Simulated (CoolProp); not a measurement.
A Linde-Hampson liquefier for normal hydrogen: isothermal reversible compression at 230 K from 1 atm to 25 MPa, throttling to 1 atm, return gas leaving the recuperator 10 K below the feed. Each further row changes one setting.

Computed with CoolProp (reference Helmholtz-energy equation of state, Leachman 2009).

```tsv
case	compression work (kJ/kg of gas)
as stated	5390
high pressure 50 MPa	6240
warm-end temperature 260 K	6080
warm-end gap 15 K	5390
```
